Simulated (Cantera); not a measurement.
# Carbothermic reduction: PbO + C + CO

Charge: 1 mol PbO, 2.8 mol C, 0.017 mol CO, equilibrated at 1873 K and 13.0 Pa.

Equilibrium computed with Cantera from the NASA thermochemical tables; the gas is ideal and each condensed phase is pure. Candidate condensed phases: C, Pb, PbO, PbO₂, Pb₃O₄; 15 gas species. The numbers say what is thermodynamically allowed, not how fast it happens.

```yaml
x(CO): 0.504
x(Pb): 0.496
n(C(graphite)): 1.80 mol
gas_amount: 2.017 mol
log10 activity of Pb(l) (absent): -3.83
```
